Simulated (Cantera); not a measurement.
Input (Python, Cantera):

```python
import numpy as np
import cantera as ct

gas = ct.Solution("gri30.yaml")


def delay(T, t_max=10):
    gas.TPX = T, 340000, {'CH4': 1, 'C2H6': 0.3, 'O2': 4.36, 'N2': 12.2}
    reactor = ct.IdealGasReactor(gas, clone=False)
    net = ct.ReactorNet([reactor])
    net.rtol, net.atol = 1e-8, 1e-16
    while net.time < t_max:
        t_old, T_old = net.time, reactor.T
        net.step()
        if reactor.T > T + 400:  # ignition: a rise of 400 K
            return t_old + (T + 400 - T_old) / (reactor.T - T_old) * (net.time - t_old)
    return np.nan


taus = []
for T in [1000, 1075, 1150, 1225, 1300, 1375, 1450, 1525, 1600]:
    taus.append(delay(T))
    print(f"T0 = {T:6g} K   tau = {taus[-1]:.4e} s")
```

Output:

```
T0 =   1000 K   tau = 5.9111e-02 s
T0 =   1075 K   tau = 1.2119e-02 s
T0 =   1150 K   tau = 2.9162e-03 s
T0 =   1225 K   tau = 8.3132e-04 s
T0 =   1300 K   tau = 2.8904e-04 s
T0 =   1375 K   tau = 1.2260e-04 s
T0 =   1450 K   tau = 6.0885e-05 s
T0 =   1525 K   tau = 3.3690e-05 s
T0 =   1600 K   tau = 2.0064e-05 s
```

Computed with Cantera and GRI-Mech 3.0 (53 species, 325 reactions).
